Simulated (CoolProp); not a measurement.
The fluid at 369.33 K and 0.662 MPa (gas) is heated at constant pressure to 405.6 K. The same conditions are run with several fluids, on thermodynamics alone (safety and materials aside).

The numbers come from the reference Helmholtz-energy equation of state of each fluid (isobutane: Bücker 2006; carbon monoxide: Lemmon 2006; hydrogen chloride: Thol 2018; oxygen: Schmidt 1985; R407C: Lemmon 2003) in CoolProp. Blends and air are pseudo-pure fits.

**Question.** Rank isobutane, carbon monoxide, hydrogen chloride, oxygen, R407C by heat (kJ/kg), highest first.

**Answer.** isobutane (78.8), carbon monoxide (38.2), R407C (36.3), oxygen (34.2), hydrogen chloride (29.9)

```tsv
fluid	final density (kg/m³)
isobutane	12.2
carbon monoxide	5.49
hydrogen chloride	7.27
oxygen	6.28
R407C	17.5
```

Above 300 K oxygen's equation is extrapolated.
